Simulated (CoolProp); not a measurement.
Vapour-liquid equilibrium of isobutane (1) + n-butane (2) at 77.95 °C; x and y are mole fractions of (1).

Values from CoolProp's multi-fluid Helmholtz-energy mixture model, Bücker 2006 and Bücker 2006; pair parameters Kunz 2012.

```
x      bubble pressure, mixture model (MPa)  bubble pressure, Raoult's law (MPa)  y, mixture model  y, Raoult's law
-----  ------------------------------------  -----------------------------------  ----------------  ---------------
0.05                                 0.9826                               0.9834             0.061            0.065
0.125                                 1.006                                1.007             0.150            0.160
0.2                                   1.029                                1.031             0.236            0.250
0.275                                 1.052                                1.056             0.319            0.336
0.35                                  1.075                                1.080             0.399            0.418
0.425                                 1.099                                1.104                 …            0.496
0.5                                       …                                1.128             0.552            0.571
0.575                                 1.146                                1.152             0.625            0.643
0.65                                  1.170                                1.176             0.696            0.712
0.725                                 1.195                                1.200             0.765            0.778
0.8                                   1.220                                1.224             0.831            0.842
0.875                                 1.245                                1.248             0.896            0.903
0.95                                      …                                1.272                 …            0.962
```

Question: Some entries are withheld; supply them.

Answer: 
- 0.425, y, mixture model: 0.477
- 0.5, bubble pressure, mixture model (MPa): 1.122
- 0.95, bubble pressure, mixture model (MPa): 1.271
- 0.95, y, mixture model: 0.959

The largest gap from Raoult's law is -0.5 % in bubble pressure, at x = 0.5. No azeotrope shows between x = 0.05 and 0.95.

Pair parameters are fitted to limited data, so mixtures are less certain than the pure fluids.
